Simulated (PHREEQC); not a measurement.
KOH is added in steps, without added water, to 1 kg of water holding 35 mmol/kgw KCl and 0.48 mmol/kgw AlCl3, at 25 °C. Oxygen is held at 0.21 atm. The system is closed to CO2. Solids allowed: Al(OH)3(a). Others were left out.

Base run: PHREEQC, ion-association model, wateq4f.dat. Each further column changes one thing. The table gives Al(OH)2+ (mol/kgw).

```json
[
 {"KOH added (mol)": "0", "base": "4.55e-6", "diluted 2-fold with water": "4.63e-6", "0.0013 mol/kgw TMAH added": "2.59e-5", "KCl from 0.035 to 0.0315 mol/kgw": "4.61e-6", "no solid may form": "4.55e-6"},
 {"KOH added (mol)": "0.0002062", "base": "4.64e-5", "diluted 2-fold with water": "4.68e-5", "0.0013 mol/kgw TMAH added": "1.43e-7", "KCl from 0.035 to 0.0315 mol/kgw": "4.65e-5", "no solid may form": "4.64e-5"},
 {"KOH added (mol)": "0.0005156", "base": "5.62e-5", "diluted 2-fold with water": "3.19e-5", "0.0013 mol/kgw TMAH added": "2.53e-8", "KCl from 0.035 to 0.0315 mol/kgw": "5.66e-5", "no solid may form": "0.000167"},
 {"KOH added (mol)": "0.0007219", "base": "5.10e-5", "diluted 2-fold with water": "1.95e-6", "0.0013 mol/kgw TMAH added": "2.40e-11", "KCl from 0.035 to 0.0315 mol/kgw": "5.14e-5", "no solid may form": "0.000254"},
 {"KOH added (mol)": "0.001031", "base": "4.08e-5", "diluted 2-fold with water": "2.24e-11", "0.0013 mol/kgw TMAH added": "1.47e-12", "KCl from 0.035 to 0.0315 mol/kgw": "4.11e-5", "no solid may form": "0.000296"},
 {"KOH added (mol)": "0.001238", "base": "3.04e-5", "diluted 2-fold with water": "1.48e-12", "0.0013 mol/kgw TMAH added": "6.54e-13", "KCl from 0.035 to 0.0315 mol/kgw": "3.06e-5", "no solid may form": "0.000252"},
 {"KOH added (mol)": "0.001547", "base": "8.89e-8", "diluted 2-fold with water": "3.31e-13", "0.0013 mol/kgw TMAH added": "2.91e-13", "KCl from 0.035 to 0.0315 mol/kgw": "8.77e-8", "no solid may form": "0.000144"},
 {"KOH added (mol)": "0.001753", "base": "3.04e-8", "diluted 2-fold with water": "1.82e-13", "0.0013 mol/kgw TMAH added": "1.95e-13", "KCl from 0.035 to 0.0315 mol/kgw": "3.00e-8", "no solid may form": "6.12e-5"},
 {"KOH added (mol)": "0.002063", "base": "1.23e-11", "diluted 2-fold with water": "9.41e-14", "0.0013 mol/kgw TMAH added": "1.20e-13", "KCl from 0.035 to 0.0315 mol/kgw": "1.21e-11", "no solid may form": "1.23e-11"},
 {"KOH added (mol)": "0.002269", "base": "2.05e-12", "diluted 2-fold with water": "6.69e-14", "0.0013 mol/kgw TMAH added": "9.21e-14", "KCl from 0.035 to 0.0315 mol/kgw": "2.02e-12", "no solid may form": "2.05e-12"},
 {"KOH added (mol)": "0.002578", "base": "5.76e-13", "diluted 2-fold with water": "4.38e-14", "0.0013 mol/kgw TMAH added": "6.54e-14", "KCl from 0.035 to 0.0315 mol/kgw": "5.68e-13", "no solid may form": "5.76e-13"},
 {"KOH added (mol)": "0.002784", "base": "3.34e-13", "diluted 2-fold with water": "3.45e-14", "0.0013 mol/kgw TMAH added": "5.36e-14", "KCl from 0.035 to 0.0315 mol/kgw": "3.30e-13", "no solid may form": "3.34e-13"},
 {"KOH added (mol)": "0.003094", "base": "1.81e-13", "diluted 2-fold with water": "2.53e-14", "0.0013 mol/kgw TMAH added": "4.11e-14", "KCl from 0.035 to 0.0315 mol/kgw": "1.79e-13", "no solid may form": "1.81e-13"},
 {"KOH added (mol)": "0.0033", "base": "1.31e-13", "diluted 2-fold with water": "2.11e-14", "0.0013 mol/kgw TMAH added": "3.50e-14", "KCl from 0.035 to 0.0315 mol/kgw": "1.30e-13", "no solid may form": "1.31e-13"}
]
```

 (CH3)4N+ isn't in the database: it is added as a free cation with an ion size of 4 Å. In at least one series the solution becomes supersaturated in solids that the run did not let form, among them Al(OH)3(a).
